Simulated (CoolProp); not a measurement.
Vapour-liquid equilibrium of benzene (1) + n-dodecane (2) at 399 K; x and y are mole fractions of (1).

Computed with CoolProp (multi-fluid Helmholtz-energy mixture model, Thol 2012 and Lemmon 2004; pair parameters Bell 2016).

Question: Give the bubble pressure and the first vapour's composition at x = 0.35, 0.65, 0.95. Is there an azeotrope?

Answer: x = 0.35: 1.194 bar, y = 0.964; x = 0.65: 2.218 bar, y = 0.988; x = 0.95: 3.260 bar, y = 0.999. No azeotrope shows between x = 0.05 and 0.95.

Pair parameters are fitted to limited data, so mixtures are less certain than the pure fluids.
